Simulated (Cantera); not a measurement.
A freely propagating, adiabatic, planar premixed flame of H2 : O2 : N2 = 1 : 0.263 : 0.989 (molar parts), unburnt at 723 K and 140000 Pa; mixture-averaged transport, grid criteria slope 0.08 and curve 0.16, no radiation.

Detailed kinetics in Cantera: the H2/O2 subset of GRI-Mech 3.0, which has no nitrogen chemistry. Burning velocities carry a grid error of a few per cent, more on coarse grids.

x: mole fraction of selected species; z is measured from the peak of heat release.

| z (mm) | T (K) | u (m/s) | x H2 | x O2 | x O | x HO2 | x H2O | x H2O2 |
|---|---|---|---|---|---|---|---|---|
| -0.954 | 723 | 13.0 | 0.444 | 0.117 | <1e-8 | <1e-8 | <1e-8 | <1e-8 |
| -0.636 | 723 | 13.0 | 0.444 | 0.117 | <1e-8 | <1e-8 | <1e-8 | <1e-8 |
| -0.477 | 723 | 13.0 | 0.444 | 0.117 | <1e-8 | 1.78e-8 | <1e-8 | <1e-8 |
| -0.318 | 723 | 13.0 | 0.444 | 0.117 | 1.61e-8 | 2.52e-6 | 3.15e-7 | <1e-8 |
| -0.159 | 743 | 13.3 | 0.441 | 0.116 | 1.91e-5 | 0.000228 | 0.00110 | 1.90e-6 |
| -0.0795 | 915 | 16.1 | 0.411 | 0.111 | 0.000459 | 0.000172 | 0.0176 | 4.87e-6 |
| 0 | 1307 | 22.4 | 0.301 | 0.0697 | 0.00418 | 8.02e-5 | 0.104 | 2.70e-6 |
| 0.0795 | 1591 | 27.0 | 0.206 | 0.0170 | 0.00467 | 1.95e-5 | 0.205 | 1.39e-6 |
| 0.159 | 1714 | 28.9 | 0.187 | 0.00401 | 0.00326 | 4.45e-6 | 0.232 | 8.71e-7 |
| 0.318 | 1839 | 30.7 | 0.192 | [?] | [?] | [?] | 0.239 | [?] |
| 0.636 | 1969 | 32.6 | 0.201 | 0.000976 | 0.00185 | 1.04e-6 | 0.243 | 2.95e-7 |
| 1.27 | 2096 | 34.4 | 0.211 | [?] | [?] | [?] | 0.248 | [?] |
| 2.54 | 2208 | 35.9 | 0.218 | 0.000315 | 0.000634 | 3.68e-7 | 0.253 | 8.61e-8 |

Question: Some entries are withheld; supply them.

Answer: 
- 0.318, x O2: 0.00145
- 0.318, x O: 0.00252
- 0.318, x HO2: 1.59e-6
- 0.318, x H2O2: 5.26e-7
- 1.27, x O2: 0.000597
- 1.27, x O: 0.00117
- 1.27, x HO2: 6.48e-7
- 1.27, x H2O2: 1.59e-7
